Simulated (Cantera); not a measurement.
A Cantera script and what it prints.

```python
import numpy as np
import cantera as ct

gas_names = """
    H HNO HNO2 HNO3 HO2 H2 H2O H2O2 H2S H2SO4 N NH NH2 NH3 NH2OH NO NO2 NO3 N2 N2H2 N2H4 N2O O OH O2 O3
    S SH SN SO SO2 SO3 S2 S2O S8
""".split()
cond_names = """
    H2O(s) H2O(L) H2SO4(L) S(cr1) S(cr2) S(L)
""".split()


# ... load() reads the species with a 1 bar reference pressure and builds the phases ...
atoms = {
    'SO2': {'S': 1, 'O': 2},
    'H2': {'H': 2},
    'N2': {'N': 2},
}
top_T = {}  # K; cautious upper limits of use, not melting points


# ... equilibrate(T, P, feed) seeds the gas with the atoms and calls Mixture.equilibrate('TP', solver="vcs", rtol=1e-11, max_steps=5000) ...
results = []
T = 1175  # K
P = 59000  # Pa
for m in [0.077, 0.13, 0.21, 0.35, 0.58, 0.97, 1.6, 2.7, 4.4]:
    feed = {'SO2': 1, 'H2': m, 'N2': 4.6}  # mol
    mix = equilibrate(T, P, feed)
    results.append((T, P, feed, dict(zip(mix.species_names, mix.species_moles))))
    x = sorted(zip(gas.X, gas.species_names), reverse=True)
    print(f"T = {T:g} K  P = {P:g} Pa  n(H2) = {m:g} mol  gas = {mix.phase_moles(0):.4g} mol")
    print("   x: " + "  ".join(f"{s} {v:.3e}" for v, s in x if v > 1e-06))
    print("   condensed (mol): " + ("  ".join(f"{mix.phase(i).name} {mix.phase_moles(i):.4g}"
          for i in range(1, mix.n_phases) if mix.phase_moles(i) > 1e-12) or "none"))
```

Output:

```
T = 1175 K  P = 59000 Pa  n(H2) = 0.077 mol  gas = 5.657 mol
   x: N2 8.131e-01  SO2 1.699e-01  H2O 1.342e-02  S2 3.094e-03  S2O 2.578e-04  H2S 1.019e-04  H2 8.818e-05  SO 6.454e-05  SH 1.627e-06
   condensed (mol): none
T = 1175 K  P = 59000 Pa  n(H2) = 0.13 mol  gas = 5.697 mol
   x: N2 8.074e-01  SO2 1.641e-01  H2O 2.239e-02  S2 5.172e-03  S2O 3.725e-04  H2S 2.543e-04  H2 1.702e-04  SO 7.213e-05  SH 2.923e-06
   condensed (mol): none
T = 1175 K  P = 59000 Pa  n(H2) = 0.21 mol  gas = 5.756 mol
   x: N2 7.991e-01  SO2 1.556e-01  H2O 3.558e-02  S2 8.196e-03  H2S 5.859e-04  S2O 5.124e-04  H2 3.116e-04  SO 7.881e-05  SH 4.978e-06
   condensed (mol): none
T = 1175 K  P = 59000 Pa  n(H2) = 0.35 mol  gas = 5.86 mol
   x: N2 7.849e-01  SO2 1.414e-01  H2O 5.770e-02  S2 1.317e-02  H2S 1.422e-03  S2O 6.968e-04  H2 5.969e-04  SO 8.457e-05  SH 8.732e-06
   condensed (mol): none
T = 1175 K  P = 59000 Pa  n(H2) = 0.58 mol  gas = 6.03 mol
   x: N2 7.628e-01  SO2 1.195e-01  H2O 9.160e-02  S2 2.049e-02  H2S 3.422e-03  H2 1.151e-03  S2O 8.928e-04  SO 8.685e-05  SH 1.513e-05
   condensed (mol): none
T = 1175 K  P = 59000 Pa  n(H2) = 0.97 mol  gas = 6.316 mol
   x: N2 7.283e-01  H2O 1.427e-01  SO2 8.640e-02  S2 3.064e-02  H2S 8.483e-03  H2 2.333e-03  S2O 1.026e-03  SO 8.165e-05  SH 2.634e-05
   condensed (mol): none
T = 1175 K  P = 59000 Pa  n(H2) = 1.6 mol  gas = 6.77 mol
   x: N2 6.794e-01  H2O 2.092e-01  SO2 4.263e-02  S2 4.065e-02  H2S 2.188e-02  H2 5.225e-03  S2O 8.912e-04  SO 6.155e-05  SH 4.539e-05
   condensed (mol): none
T = 1175 K  P = 59000 Pa  n(H2) = 2.7 mol  gas = 7.524 mol
   x: N2 6.114e-01  H2O 2.599e-01  H2S 7.637e-02  S2 2.663e-02  H2 2.254e-02  SO2 2.863e-03  S2O 1.681e-04  SH 7.630e-05  SO 1.435e-05
   condensed (mol): none
T = 1175 K  P = 59000 Pa  n(H2) = 4.4 mol  gas = 9.01 mol
   x: N2 5.105e-01  H2O 2.220e-01  H2 1.576e-01  H2S 1.087e-01  S2 1.103e-03  SH 4.107e-05  SO2 8.684e-06  NH3 5.681e-06
   condensed (mol): none
```

Equilibrium computed with Cantera from the NASA thermochemical tables; the gas is ideal and each condensed phase is pure. Gases not in the tables: S3 to S7.
